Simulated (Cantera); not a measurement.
Input: 1 mol PbO, 19 mol H₂, equilibrated at 0.000260 bar.

Equilibrium computed with Cantera from the NASA thermochemical tables; the gas is ideal and each condensed phase is pure. Candidate condensed phases: H₂O, Pb, PbO, PbO₂, Pb₃O₄; 12 gas species. The numbers say what is thermodynamically allowed, not how fast it happens.

Which condensed phases are stable at each of these points (T (K)): 800, 850, 900, 950, 1000, 1050, 1100, 1150, 1200, 1250, 1300, 1350, 1400?


| T (K) | condensed phases | Pb condensed (%) |
|---|---|---|
| 800 | Pb(l) | 99.6 |
| 850 | Pb(l) | 97.7 |
| 900 | Pb(l) | 89.9 |
| 950 | Pb(l) | 62.5 |
| 1000 | gas only | 0.0 |
| 1050 | gas only | 0.0 |
| 1100 | gas only | 0.0 |
| 1150 | gas only | 0.0 |
| 1200 | gas only | 0.0 |
| 1250 | gas only | 0.0 |
| 1300 | gas only | 0.0 |
| 1350 | gas only | 0.0 |
| 1400 | gas only | 0.0 |

From 800 K to 950 K the condensed part is Pb(l). From 1000 K to 1400 K nothing is condensed.
